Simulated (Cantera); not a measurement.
An isothermal, constant-pressure homogeneous reactor starts with 4.00 % C3H8, 96.0 % H2, at 1025 K and 0.790 bar.

Computed with Cantera and GRI-Mech 3.0 (53 species, 325 reactions). GRI-Mech 3.0 was tuned for natural gas; its chemistry of propane as a main component is partial and can be far from experiment. GRI-Mech 3.0 stops at C3 and has no aromatics, soot or wall deposition, so with more carbon than oxygen in the feed, carbon stays in small species such as C2H2 where larger ones or solid carbon would form.

**Question.** Predict: x(C3H8) at 3.00 s; x(H2) at 3.00 s; x(H) at 3.00 s; x(CH4) at 3.00 s; x(C2H2) at 3.00 s; x(C2H6) at 3.00 s.

**Answer.** 
```
Quantity                                              Value
-----------------  ----------------------------------------
x(C3H8) at 3.00 s  1.68e-5 (gas-phase equilibrium 3.79e-10)
x(H2) at 3.00 s         0.920 (gas-phase equilibrium 0.880)
x(H) at 3.00 s      1.21e-7 (gas-phase equilibrium 4.63e-9)
x(CH4) at 3.00 s       0.0417 (gas-phase equilibrium 0.120)
x(C2H2) at 3.00 s   7.14e-5 (gas-phase equilibrium 1.42e-8)
x(C2H6) at 3.00 s    0.0206 (gas-phase equilibrium 3.58e-6)
```
